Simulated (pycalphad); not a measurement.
# Effect of Sn content in Si-Sn

Source of the numbers: pycalphad with the COST 507 light-alloy database (1999); pressure 1 atm. The database dates from 1999; later assessments differ in places, in temperatures and in the compounds included. Amounts are mole fractions of atoms.

Q: One of these alloys has its liquidus at 1682 K, its solidus at 505 K, and holds diamond (Si) 0.99, liquid 0.01 at 700 K. Which?
A) Si-4.32Sn (at.%)
B) Si-6.48Sn (at.%)
C) Si-8.64Sn (at.%)
D) Si-1.08Sn (at.%)

A: D, Si-1.08Sn (at.%). The others: Si-4.32Sn (at.%), liquidus 1670, solidus 505; Si-6.48Sn (at.%), liquidus 1663, solidus 505; Si-8.64Sn (at.%), liquidus 1658, solidus 505
